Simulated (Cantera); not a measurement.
Silicon epitaxy and polysilicon growth: Si3H8 + HCl + N2 + Cl2

Charge: 1 mol Si3H8, 0.52 mol HCl, 4.5 mol N2, 0.18 mol Cl2, held at 850 K and 0.180 bar.

Method: chemical equilibrium by Gibbs-energy minimisation in Cantera with the NASA 1993 tables (ideal gas, pure condensed phases). Candidate condensed phases: NH4Cl, Si, Si3N4; 28 gas species. The feed counts by its element totals alone. N2 is the only nitrogen source here; it is nearly inert below about 1500 K, so the nitride shown seldom forms there in practice. Rates play no part.

```json
{
  "x(H2)": "0.532",
  "x(N2)": "0.348",
  "x(HCl)": "0.120",
  "x(SiCl4)": "0.000522",
  "x(NH3)": "7.64e-5",
  "x(SiHCl3)": "3.83e-6",
  "n(Si3N4(s))": "0.999 mol",
  "gas_amount": "7.198 mol",
  "log10 activity of Si(s) (absent)": "-8.68"
}
```
